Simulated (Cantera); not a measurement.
Input: 1 mol SiF₄, 0.27 mol CH₄, 26 mol H₂, held at 1273 K.

Method: chemical equilibrium by Gibbs-energy minimisation in Cantera with the NASA 1993 tables (ideal gas, pure condensed phases). Candidate condensed phases: C, C₆H₆, C₇H₈, C₈H₁₈, Si, SiC; 113 gas species. The tables' values for SiF₃, SiF₂ are old estimates; treat these amounts as uncertain. Equilibrium is a limit: real reactors are often held back by kinetics, nucleation or transport.

x: gas mole fraction; n: condensed amount in mol.

```
P (Pa)   x H₂  x SiF₄     x CH₄     x HF    x SiF₃  n C(graphite)  n SiC(s)
------  -----  ------  --------  -------  --------  -------------  --------
100     0.959  0.0333   8.63e-6  0.00620   0.00150          0.241         …
270     0.960  0.0338   2.34e-5  0.00486   0.00118          0.248         …
720     0.960  0.0341   6.24e-5  0.00382  0.000932          0.253         …
1900    0.961  0.0344  0.000165  0.00300  0.000735          0.256         …
5200    0.961  0.0345  0.000451  0.00233  0.000573          0.253         …
14000   0.961  0.0346   0.00121  0.00182  0.000448          0.236         …
37000   0.959  0.0347   0.00319  0.00173  0.000292          0.182         0
100000  0.953  0.0350   0.00853  0.00167  0.000184         0.0368         0
```

### Question
Some entries are withheld; supply them.

### Answer

- 100, n SiC(s): 0.0291
- 270, n SiC(s): 0.0215
- 720, n SiC(s): 0.0152
- 1900, n SiC(s): 0.00986
- 5200, n SiC(s): 0.00481
- 14000, n SiC(s): 9.87e-5
